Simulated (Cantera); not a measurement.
An isothermal, constant-pressure homogeneous reactor starts with C2H4 : H2 = 1 : 33 (molar parts), at 1725 K and 0.133 bar. Integrator tolerance rtol = 1e-08.

Computed with Cantera and GRI-Mech 3.0 (53 species, 325 reactions). GRI-Mech 3.0 was tuned for natural gas; its chemistry of ethylene as a main component is partial and can be far from experiment. GRI-Mech 3.0 stops at C3 and has no aromatics, soot or wall deposition, so with more carbon than oxygen in the feed, carbon stays in small species such as C2H2 where larger ones or solid carbon would form.

Task: What does this change do: 0.18 parts H2O added?

Result: 
```csv
quantity,before,after
x(C2H4) at 3.00 s,0.000143 (gas-phase equilibrium 0.000141),0.000135 (gas-phase equilibrium 0.000127)
x(H2) at 3.00 s,0.970 (gas-phase equilibrium 0.970),0.966 (gas-phase equilibrium 0.968)
x(CH3) at 3.00 s,1.73e-5 (gas-phase equilibrium 2.29e-5),2.52e-5 (gas-phase equilibrium 2.17e-5)
x(CH2) at 3.00 s,9.55e-9 (gas-phase equilibrium 1.26e-8),1.44e-8 (gas-phase equilibrium 1.19e-8)
x(C2H) at 3.00 s,9.04e-8 (gas-phase equilibrium 8.94e-8),8.62e-8 (gas-phase equilibrium 8.05e-8)
```
